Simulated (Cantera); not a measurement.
An isothermal, constant-pressure homogeneous reactor starts with 0.606 % H₂, 99.4 % O₂, at 900 K and 2.18 Torr.

Cantera simulation using GRI-Mech 3.0 (53 species, 325 reactions); the numbers are that mechanism's predictions, not measurements. Radical loss at walls, strong at low pressure, is not modelled. Below about 950 K walls govern HO2 and H2O2 in real vessels.

x: mole fraction; the columns are a selection and need not sum to one.

```tsv
t (s)	x H₂	x O₂	x O	x H	x H₂O₂	x H₂O	x HO₂
0.000100	0.00606	0.994	<1e-12	<1e-12	<1e-12	<1e-12	<1e-12
0.000261	0.00606	0.994	<1e-12	<1e-12	<1e-12	<1e-12	<1e-12
0.000681	0.00606	0.994	<1e-12	<1e-12	<1e-12	<1e-12	<1e-12
0.00178	0.00606	0.994	<1e-12	<1e-12	<1e-12	<1e-12	1.08e-12
0.00464	0.00606	0.994	2.40e-12	1.15e-12	<1e-12	<1e-12	2.84e-12
0.0121	0.00606	0.994	1.21e-11	2.80e-12	<1e-12	7.72e-12	7.47e-12
0.0316	0.00606	0.994	1.09e-10	1.69e-11	<1e-12	1.08e-10	2.04e-11
0.0825	0.00606	0.994	9.19e-9	1.32e-9	<1e-12	1.06e-8	1.55e-10
0.215	0.00530	0.993	0.000490	0.000108	4.92e-9	0.000615	8.23e-7
0.562	3.32e-5	0.991	0.00298	0.000272	3.09e-9	0.00583	5.94e-7
1.47	(withheld)	0.992	(withheld)	(withheld)	2.08e-9	0.00599	(withheld)
3.83	2.74e-6	0.993	0.000468	1.31e-5	1.93e-9	0.00605	2.17e-7
10.0	5.50e-7	0.994	0.000101	1.30e-6	1.65e-9	0.00607	9.70e-8
```

Task: Complete the blanks.

Result: 
- 1.47, x H₂: 9.21e-6
- 1.47, x O: 0.00149
- 1.47, x H: 7.66e-5
- 1.47, x HO₂: 3.79e-7
